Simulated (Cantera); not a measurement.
Feed: 1 mol C₆H₆, 12 mol H₂, held at 0.0133 bar.

Method: chemical equilibrium by Gibbs-energy minimisation in Cantera with the NASA 1993 tables (ideal gas, pure condensed phases). Candidate condensed phases: C, C₆H₆, C₇H₈, C₈H₁₈; 76 gas species. Equilibrium is a limit: real reactors are often held back by kinetics, nucleation or transport.

At 1798 K, list the 4 most abundant gas species with their mole fractions, and the condensed phases.

H₂ 0.997, H 0.00304, C₂H₂ (acetylene) 0.000172, CH₄ 1.03e-5. Condensed: C(graphite).
